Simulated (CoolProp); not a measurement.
The fluid at 298.15 K and 0.0118 MPa (gas) is heated at constant pressure to 330.3 K. The same conditions are run with several fluids, on thermodynamics alone (safety and materials aside).

Model: reference Helmholtz-energy equation of state of each fluid (n-hexane: Thol 2019; isohexane: Lemmon 2006; R113: Marx 1992; carbon dioxide: Span 1996; R13: Platzer 1990), in CoolProp. The equations of Platzer and Polt are older, rougher fits.

```tsv
fluid	heat (kJ/kg)	final density (kg/m³)
n-hexane	55.8	[?]
isohexane	55.8	[?]
R113	21.4	[?]
carbon dioxide	27.7	[?]
R13	[?]	[?]
```

Fill in the missing entries.


- n-hexane, final density (kg/m³): 0.373
- isohexane, final density (kg/m³): 0.372
- R113, final density (kg/m³): 0.808
- carbon dioxide, final density (kg/m³): 0.189
- R13, heat (kJ/kg): 21.2
- R13, final density (kg/m³): 0.449
